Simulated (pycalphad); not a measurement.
Source of the numbers: pycalphad with the COST 507 light-alloy database (1999); pressure 1 atm. These are 1990s assessments: newer ones move some temperatures and phases. Kinetics are ignored, which matters at the lower temperatures.

Molar enthalpy of Ti-0.15C (at.%) in equilibrium (SER reference):

| T (K) | H (kJ/mol) | phases |
|---|---|---|
| 2850 | 111.81 | liquid |
| 2700 | 104.87 | liquid |
| 2550 | 97.93 | liquid |
| 2400 | 91.00 | liquid |
| 2250 | 84.06 | liquid |
| 2100 | 77.12 | liquid |
| 2000 | 72.49 | liquid |
| 1950 | 70.18 | liquid |
| 1900 | 54.00 | bcc |
| 1850 | 52.16 | bcc |
| 1800 | 50.36 | bcc |
| 1650 | 45.17 | bcc |
| 1500 | 40.26 | bcc |
| 1350 | 35.58 | bcc |
| 1200 | 31.09 | bcc |
| 1050 | 22.00 | hcp |
| 900 | 17.11 | hcp |
| 750 | 12.43 | hcp |
| 600 | 7.92 | hcp + fcc |

Cooling from 1950 K to 1900 K, across the freezing range, releases 16.2 kJ/mol, or 338 J/g. The slope is 46 J/(mol K) in the liquid and 37 J/(mol K) just below the solidus, where it includes any heat of precipitation. Liquidus 1940 K, solidus 1940 K. Changes were sought between steps of 50 K, so a narrower field can be missed.

The fcc model also describes the rock-salt carbide or nitride (TiC, TiN, HfC).
